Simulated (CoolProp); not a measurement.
The numbers come from the reference Helmholtz-energy equation of state, Thol 2016 in CoolProp.

For hexamethyldisiloxane (MM), give the phase and the cv (kJ/(kg K)), fugacity coefficient at 593.7 K and 2.58 bar; 593.7 K and 22.3 bar.


- 593.7 K and 2.58 bar: gas; cv 2.17, fugacity coefficient 0.971
- 593.7 K and 22.3 bar: supercritical; cv 2.20, fugacity coefficient 0.768
